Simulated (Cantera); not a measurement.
Mixture: CH4 : CO : O2 : N2 = 1 : 0.045 : 3.97 : 14.9 (molar parts), equivalence ratio 0.51, at 10.0 bar, adiabatic and at constant volume. Ignition delay is the time to a rise of 400 K.

Model: GRI-Mech 3.0 (53 species, 325 reactions), integrated in Cantera.

What does this change do: constant pressure in place of constant volume?


```tsv
quantity	before	after
delay at 1173 K	5.04 ms	5.23 ms
delay at 1273 K	1.45 ms	1.52 ms
delay at 1373 K	0.482 ms	0.507 ms
delay at 1473 K	0.179 ms	0.189 ms
delay at 1573 K	73.7 µs	78.3 µs
delay at 1673 K	33.5 µs	35.7 µs
delay at 1773 K	16.7 µs	17.8 µs
apparent activation energy between 1573 and 1773 K	170 kJ/mol	170 kJ/mol
```

What does this change do: N2 14.9 to 29 parts?


```tsv
quantity	before	after
delay at 1173 K	5.04 ms	9.17 ms
delay at 1273 K	1.45 ms	2.70 ms
delay at 1373 K	0.482 ms	0.898 ms
delay at 1473 K	0.179 ms	0.327 ms
delay at 1573 K	73.7 µs	0.130 ms
delay at 1673 K	33.5 µs	56.1 µs
delay at 1773 K	16.7 µs	26.8 µs
apparent activation energy between 1573 and 1773 K	170 kJ/mol	180 kJ/mol
```
